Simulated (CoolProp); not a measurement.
Saturation properties of hydrogen chloride.

Values from CoolProp's reference Helmholtz-energy equation of state, Thol 2018.

| T (°C) | p (bar) | vapour density (kg/m³) | enthalpy of vaporisation (kJ/kg) |
|---|---|---|---|
| -30.35 | 10.66 | 22.41 | 371.5 |
| -26.45 | 12.09 | 25.37 | 364.9 |
| -22.65 | 13.62 | 28.57 | 358.2 |
| -18.85 | 15.29 | 32.09 | 351.2 |
| -14.95 | 17.16 | 36.08 | 343.7 |
| -11.15 | 19.13 | 40.37 | 336.1 |
| -7.25 | 21.32 | 45.24 | 327.9 |
| -3.45 | 23.64 | 50.48 | 319.5 |
| 0.45 | 26.20 | 56.43 | 310.5 |
| 4.25 | 28.89 | 62.87 | 301.1 |
| 8.05 | 31.77 | 70.03 | 291.2 |

It boils at -85.0 °C under 1 atm.
